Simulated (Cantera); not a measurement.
A perfectly stirred reactor is fed with 22.7 % NH₃, 77.3 % H₂, at 1200 Pa; it is held at 2075 K, and followed from long to short residence time.

Computed with Cantera and the gas-phase N/H chemistry of the illustrative SiF4/NH3 mechanism in the Surface Chemkin manual (1991). Walls and surfaces, which speed up NH3 decomposition in real reactors, are not modelled.

Problem. Predict: x(NH₃) at τ = 22.0 s; x(H₂) at τ = 22.0 s; x(N₂) at τ = 22.0 s; x(NH₂) at τ = 22.0 s; x(N) at τ = 22.0 s; x(NH₃) at τ = 0.260 s; x(H₂) at τ = 0.260 s; x(N₂) at τ = 0.260 s; x(NH₂) at τ = 0.260 s; x(N) at τ = 0.260 s.

Solution. 
| Item | Value |
|---|---|
| x(NH₃) at τ = 22.0 s | 0.00641 |
| x(H₂) at τ = 22.0 s | 0.900 |
| x(N₂) at τ = 22.0 s | 0.0898 |
| x(NH₂) at τ = 22.0 s | 7.76e-5 |
| x(N) at τ = 22.0 s | 3.15e-6 |
| x(NH₃) at τ = 0.260 s | 0.176 |
| x(H₂) at τ = 0.260 s | 0.802 |
| x(N₂) at τ = 0.260 s | 0.0205 |
| x(NH₂) at τ = 0.260 s | 0.000662 |
| x(N) at τ = 0.260 s | 2.38e-6 |
